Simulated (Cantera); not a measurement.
Cantera run:

```python
import numpy as np
import cantera as ct

gas_names = [...]  # 123 gases of nasa_gas.yaml made of C, H, O, Si
cond_names = """
    C(gr) C6H6(L) C7H8(L) C8H18(L),n-octa H2O(s) H2O(L) Si(cr) Si(L) SiC(b) SiO2(Lqz) SiO2(hqz) SiO2(L)
""".split()


# ... load() reads the species with a 1 bar reference pressure and builds the phases ...
atoms = {
    'Si2H6': {'Si': 2, 'H': 6},
    'O2': {'O': 2},
    'CO2': {'C': 1, 'O': 2},
}
top_T = {'C(gr)': 4500, 'SiC(b)': 3050}  # K; cautious upper limits of use, not melting points


# ... equilibrate(T, P, feed) seeds the gas with the atoms and calls Mixture.equilibrate('TP', solver="vcs", rtol=1e-11, max_steps=5000) ...
results = []
T = 1100  # K
P = 37  # Pa
for m in [0.15, 0.28, 0.55, 1.1, 2.1, 4, 7.8, 15, 29]:
    feed = {'Si2H6': 1, 'O2': m, 'CO2': 2.3}  # mol
    mix = equilibrate(T, P, feed)
    results.append((T, P, feed, dict(zip(mix.species_names, mix.species_moles))))

top = {s: max(r[3][s] / sum(r[3][g] for g in gas_names) for r in results) for s in gas_names}
cols = sorted((s for s in top if top[s] > 0.001), key=lambda s: -top[s])[:6]
seen = [c for c in cond_names if any(r[3].get(c, 0) > 1e-12 for r in results)]
print("log10 of partial pressures in bar; condensed amounts in mol")
print(f"{'n(O2)':>10s}" + "".join(f"{s[:9]:>10s}" for s in cols + seen))
for T, P, feed, n in results:
    ng = sum(n[g] for g in gas_names)
    print(f"{feed['O2']:10.4g}" + "".join(f"{np.log10(max(n[s] / ng * P / 1e5, 1e-99)):10.3f}" for s in cols)
          + "".join(f"{n.get(c, 0):10.4g}" for c in seen))
```

It prints:

```
log10 of partial pressures in bar; condensed amounts in mol
     n(O2)        O2        H2       H2O       CO2        CO     C(gr) SiO2(hqz)
      0.15   -27.994    -3.546    -8.663    -9.191    -4.069       1.4         2
      0.28   -27.830    -3.574    -8.609    -9.027    -3.986      1.14         2
      0.55   -27.604    -3.627    -8.549    -8.801    -3.873       0.6         2
       1.1   -19.720    -3.722    -4.702    -4.823    -3.837         0         2
       2.1   -17.854    -3.957    -4.004    -4.122    -4.070         0         2
         4    -4.496   -10.350    -3.718    -3.833   -10.460         0         2
       7.8    -3.781   -10.927    -3.937    -4.052   -11.036         0         2
        15    -3.596   -11.262    -4.180    -4.295   -11.371         0         2
        29    -3.514   -11.566    -4.443    -4.559   -11.676         0         2
```

Equilibrium computed with Cantera from the NASA thermochemical tables; the gas is ideal and each condensed phase is pure. The feed counts by its element totals alone.
